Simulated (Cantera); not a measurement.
An adiabatic, constant-volume homogeneous reactor starts with H2 : O2 : N2 = 1 : 0.333 : 1.25 (molar parts), equivalence ratio 1.5, at 1175 K and 100000 Pa. Integrator tolerance rtol = 1e-08.

Detailed kinetics in Cantera: GRI-Mech 3.0 (53 species, 325 reactions).

What does this change do: initial temperature 1175 to 1623 K?


| quantity | before | after |
|---|---|---|
| time of steepest temperature rise | 54.2 µs | 9.18 µs |
| temperature at 1.00 s | 2936 K | 3025 K |
| equilibrium temperature | 2936 K | 3025 K |
| x(H2) at 1.00 s | 0.146 (gas-phase equilibrium 0.146) | 0.147 (gas-phase equilibrium 0.147) |
| x(O2) at 1.00 s | 0.00182 (gas-phase equilibrium 0.00182) | 0.00359 (gas-phase equilibrium 0.00359) |
| x(H) at 1.00 s | 0.0331 (gas-phase equilibrium 0.0331) | 0.0504 (gas-phase equilibrium 0.0504) |
| x(O) at 1.00 s | 0.00258 (gas-phase equilibrium 0.00258) | 0.00569 (gas-phase equilibrium 0.00569) |
| x(NO) at 1.00 s | 0.00340 (gas-phase equilibrium 0.00340) | 0.00527 (gas-phase equilibrium 0.00527) |
| x(NO2) at 1.00 s | 2.87e-7 (gas-phase equilibrium 2.87e-7) | 5.12e-7 (gas-phase equilibrium 5.12e-7) |
| x(H2O) at 1.00 s | 0.258 (gas-phase equilibrium 0.258) | 0.236 (gas-phase equilibrium 0.236) |
Above 3000 K some thermodynamic fits are extrapolated.

What does this change do: O2 0.333 to 0.23 parts?


```csv
quantity,before,after
time of steepest temperature rise,54.2 µs,71.3 µs
temperature at 1.00 s,2936 K,2672 K
equilibrium temperature,2936 K,2672 K
x(H2) at 1.00 s,0.146 (gas-phase equilibrium 0.146),0.231 (gas-phase equilibrium 0.231)
x(O2) at 1.00 s,0.00182 (gas-phase equilibrium 0.00182),5.96e-5 (gas-phase equilibrium 5.96e-5)
x(H) at 1.00 s,0.0331 (gas-phase equilibrium 0.0331),0.0171 (gas-phase equilibrium 0.0171)
x(O) at 1.00 s,0.00258 (gas-phase equilibrium 0.00258),0.000172 (gas-phase equilibrium 0.000172)
x(NO) at 1.00 s,0.00340 (gas-phase equilibrium 0.00340),0.000430 (gas-phase equilibrium 0.000430)
x(NO2) at 1.00 s,2.87e-7 (gas-phase equilibrium 2.87e-7),7.86e-9 (gas-phase equilibrium 7.86e-9)
x(H2O) at 1.00 s,0.258 (gas-phase equilibrium 0.258),0.198 (gas-phase equilibrium 0.198)
```
